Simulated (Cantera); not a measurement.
Feed: 1 mol Si₂H₆, 24 mol NO, 4 mol N₂, at 0.0100 bar.

These are equilibrium values from Cantera (NASA tables, ideal gas, pure condensed phases), not measurements of a reactor. Candidate condensed phases: H₂O, Si, SiO₂, Si₂N₂O, Si₃N₄; 35 gas species. The feed counts by its element totals alone. The tables hold silica as quartz up to 1696 K and as liquid above; real silica turns to tridymite and cristobalite and melts near 1996 K. The numbers say what is thermodynamically allowed, not how fast it happens.

x: gas mole fraction; n: condensed amount in mol.

| T (°C) | x N₂ | x O₂ | x H₂O | x NO | x OH | x O | x H₂ | n SiO₂(β-quartz) | n SiO₂(condensed) |
|---|---|---|---|---|---|---|---|---|---|
| 902 | 0.582 | 0.309 | 0.109 | 0.000168 | 7.70e-6 | … | 1.47e-8 | 2.00 | 0 |
| 952 | 0.582 | 0.309 | 0.109 | 0.000246 | 1.52e-5 | … | 4.15e-8 | 2.00 | 0 |
| 1002 | 0.582 | 0.309 | 0.109 | 0.000349 | 2.84e-5 | … | 1.08e-7 | 2.00 | 0 |
| 1052 | 0.582 | 0.309 | 0.109 | 0.000484 | 5.07e-5 | … | 2.63e-7 | 2.00 | 0 |
| 1102 | 0.581 | 0.309 | 0.109 | 0.000654 | 8.68e-5 | … | 6.00e-7 | 2.00 | 0 |
| 1152 | 0.581 | 0.309 | 0.109 | 0.000866 | 0.000143 | … | 1.29e-6 | 2.00 | 0 |
| 1202 | 0.581 | 0.308 | 0.109 | 0.00112 | 0.000228 | … | 2.64e-6 | 2.00 | 0 |
| 1252 | 0.581 | 0.308 | 0.109 | 0.00144 | 0.000352 | … | 5.16e-6 | 2.00 | 0 |
| 1302 | 0.581 | 0.308 | 0.109 | 0.00180 | 0.000529 | … | 9.64e-6 | 2.00 | 0 |
| 1352 | 0.581 | 0.308 | 0.109 | 0.00224 | 0.000775 | … | 1.74e-5 | 2.00 | 0 |
| 1402 | 0.580 | 0.307 | 0.108 | 0.00273 | 0.00111 | … | 3.02e-5 | 2.00 | 0 |
| 1452 | 0.580 | 0.307 | 0.108 | 0.00330 | 0.00155 | … | 5.08e-5 | 0 | 2.00 |

Task: Complete the blanks.

Result: 
- 902, x O: 8.12e-8
- 952, x O: 2.34e-7
- 1002, x O: 6.21e-7
- 1052, x O: 1.53e-6
- 1102, x O: 3.54e-6
- 1152, x O: 7.71e-6
- 1202, x O: 1.59e-5
- 1252, x O: 3.14e-5
- 1302, x O: 5.94e-5
- 1352, x O: 0.000108
- 1402, x O: 0.000189
- 1452, x O: 0.000321
